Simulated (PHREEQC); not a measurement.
Make-up at 68 °C: 0.0022 mol Pb(NO3)2, 0.0024 mol KNO3 and 0.00042 mol Na2SO4 per kg of water. Closed to the air; pH follows from the charge balance.

Equilibrium calculation in PHREEQC: ion-association model, wateq4f.dat.

```tsv
quantity	before	after
pH	5.30	5.15
ionic strength (mol/kgw)	0.00948	0.0154
SO4-2 (mol/kgw)	0.000283	0.000238
NaSO4- (mol/kgw)	9.81e-7	7.46e-7
HSO4- (mol/kgw)	2.93e-7	3.21e-7
SI of Mirabilite (Na2SO4:10H2O)	-10.62	-10.76
```

### Question
What was changed between the two runs?
A. Pb(NO3)2 from 0.0022 to 0.0044 mol/kgw
B. KNO3 left out
C. KNO3 from 0.0024 to 0.024 mol/kgw
D. Pb(NO3)2 replaced by Zn(NO3)2 at the same molality
E. Na2SO4 from 0.00042 to 0.0042 mol/kgw

### Answer
A, Pb(NO3)2 from 0.0022 to 0.0044 mol/kgw

Precipitation was switched off in this run. Some of these states are supersaturated (in Larnakite, Pb(OH)2, Anglesite, for instance). Away from 25 °C the constants follow the database's enthalpies or fits; those with neither stay at their 25 °C values.
